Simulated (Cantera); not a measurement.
# Si + HCl + H2 (chlorosilane synthesis and conversion)

Charge: 1 mol Si, 1.4 mol HCl, 1.7 mol H2, equilibrated at 802 °C.

Equilibrium computed with Cantera from the NASA thermochemical tables; the gas is ideal and each condensed phase is pure. Candidate condensed phases: Si; 19 gas species. The tables' values for SiCl3 are old estimates; treat these amounts as uncertain. Gases not in the tables: Si2H6 and higher silanes. Kinetics and transport are ignored.

From 10000 Pa to 3000000 Pa the condensed part is Si(s). The main Si-bearing gas is SiCl4 at 10000 Pa and SiHCl3 at 3000000 Pa. The share of Si in condensed phases is highest at 10000 Pa (64.7 %) and lowest at 3000000 Pa (58.0 %).

| P (Pa) | x H2 | x SiCl4 | x SiHCl3 | x HCl | x SiH2Cl2 | x SiCl3 | x SiCl2 | x SiH3Cl | n Si(s) |
|---|---|---|---|---|---|---|---|---|---|
| 10000 | 0.837 | 0.0924 | 0.0276 | 0.0348 | 0.000964 | 0.00407 | 0.00283 | 8.85e-6 | 0.647 |
| 19000 | 0.840 | 0.0914 | 0.0322 | 0.0296 | 0.00133 | 0.00343 | 0.00204 | 1.43e-5 | 0.641 |
| 36000 | 0.842 | 0.0896 | 0.0372 | 0.0252 | 0.00181 | 0.00288 | 0.00147 | 2.31e-5 | 0.635 |
| 67000 | 0.843 | 0.0871 | 0.0426 | 0.0214 | 0.00244 | 0.00242 | 0.00106 | 3.67e-5 | 0.629 |
| 130000 | 0.843 | 0.0837 | 0.0488 | 0.0180 | 0.00333 | 0.00199 | 0.000747 | 5.97e-5 | 0.622 |
| 240000 | 0.843 | 0.0800 | 0.0550 | 0.0152 | 0.00442 | 0.00165 | 0.000537 | 9.35e-5 | 0.615 |
| 450000 | 0.842 | 0.0755 | 0.0616 | 0.0128 | 0.00588 | 0.00135 | 0.000382 | 0.000147 | 0.607 |
| 840000 | 0.841 | 0.0706 | 0.0684 | 0.0108 | 0.00776 | 0.00110 | 0.000270 | 0.000231 | 0.599 |
| 1600000 | 0.839 | 0.0651 | 0.0756 | 0.00898 | 0.0103 | 0.000879 | 0.000188 | 0.000366 | 0.590 |
| 3000000 | 0.836 | 0.0594 | 0.0824 | 0.00749 | 0.0134 | 0.000701 | 0.000131 | 0.000570 | 0.580 |
x: gas mole fraction; n: condensed amount in mol.
